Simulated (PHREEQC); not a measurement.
0.65 g of hydrous ferric oxide (600 m²/g; 0.2 weak and 0.005 strong sites per Fe, Dzombak-Morel constants, diffuse double layer) in 1 kg of water with 0.3 mol/kgw of an inert sodium salt and 0.00022 mol Na2HAsO4, at 25 °C; the pH is set by adding NaOH or the inert anion's acid. Oxygen alone is held at its pressure in air (log pO2 = -0.68). No CO2 enters from the air. Nothing may precipitate in this run.

The series has 13 steps of pH, from 3 to 9.

Equilibrium calculation in PHREEQC: ion-association model, wateq4f.dat.

### Question
At which pH does the surface charge pass through zero?

### Answer
Near pH 7.5.

Species that the database lacks are ignored. The oxide is taken as insoluble; below pH 4 it would dissolve.
